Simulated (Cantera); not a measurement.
A perfectly stirred reactor is fed with 11.3 % H2, 8.06 % O2, 80.6 % N2, at 0.257 atm; it is held at 1100 K, and followed from long to short residence time.

Computed with Cantera and the H2/O2 subset of GRI-Mech 3.0, which has no nitrogen chemistry. The temperature is held fixed by assumption; the heat of reaction is taken as removed at once.

x: mole fraction; the columns are a selection and need not sum to one.

```tsv
τ (s)	x H2	x O2	x H2O	x H2O2	x O
3.4	0.000144	0.0257	0.119	3.87e-7	1.66e-5
0.80	0.000371	0.0258	0.119	6.25e-7	4.52e-5
0.19	0.000917	0.0260	0.118	8.59e-7	0.000119
0.044	?	0.0266	0.117	9.99e-7	?
0.010	0.00522	0.0282	0.112	1.00e-6	0.000742
0.0024	?	?	?	9.21e-7	?
0.00057	0.0235	0.0391	0.0837	8.25e-7	0.00302
```

Problem. Some entries are withheld; supply them.

Solution. 
- 0.044, x H2: 0.00222
- 0.044, x O: 0.000304
- 0.0024, x H2: 0.0113
- 0.0024, x O2: 0.0317
- 0.0024, x H2O: 0.103
- 0.0024, x O: 0.00162
